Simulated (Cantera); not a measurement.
Moist CO burnout

An isothermal, constant-pressure homogeneous reactor starts with 0.198 % CO, 5.30 % O2, 4.67 % H2O, 89.8 % N2, at 1223 K and 3.20 bar.

Computed with Cantera and GRI-Mech 3.0 (53 species, 325 reactions).

| t (s) | x CO | x O2 | x H2O | x OH | x NO2 |
|---|---|---|---|---|---|
| 5.00e-6 | 0.00198 | 0.0530 | 0.0467 | 4.36e-11 | <1e-12 |
| 1.82e-5 | 0.00198 | 0.0530 | 0.0467 | 2.79e-10 | <1e-12 |
| 6.64e-5 | 0.00198 | 0.0530 | 0.0467 | 2.00e-9 | <1e-12 |
| 0.000242 | 0.00198 | 0.0530 | 0.0467 | 1.75e-8 | <1e-12 |
| 0.000882 | 0.00197 | 0.0530 | 0.0467 | 1.60e-6 | <1e-12 |
| 0.00321 | 0.00141 | 0.0527 | 0.0467 | 1.92e-5 | 1.19e-11 |
| 0.0117 | 0.000432 | 0.0523 | 0.0467 | 1.25e-5 | 7.98e-11 |
| 0.0427 | 4.11e-5 | 0.0521 | 0.0468 | 6.05e-6 | 8.56e-11 |
| 0.156 | 1.10e-6 | 0.0521 | 0.0468 | 2.36e-6 | 1.67e-11 |
| 0.567 | 2.34e-9 | 0.0521 | 0.0468 | 1.50e-6 | 1.07e-11 |
| 2.07 | 1.45e-10 | 0.0521 | 0.0468 | 1.47e-6 | 1.16e-11 |
| 7.53 | 1.45e-10 | 0.0521 | 0.0468 | 1.47e-6 | 1.26e-11 |
| 27.4 | 1.45e-10 | 0.0521 | 0.0468 | 1.47e-6 | 1.58e-11 |
| 100 | 1.45e-10 | 0.0521 | 0.0468 | 1.47e-6 | 2.78e-11 |
x: mole fraction; the columns are a selection and need not sum to one.

Equilibrium at this temperature and pressure: CO 1.45e-10, O2 0.0520, H2O 0.0468, OH 1.47e-6, NO2 1.67e-6 (gas phase only).
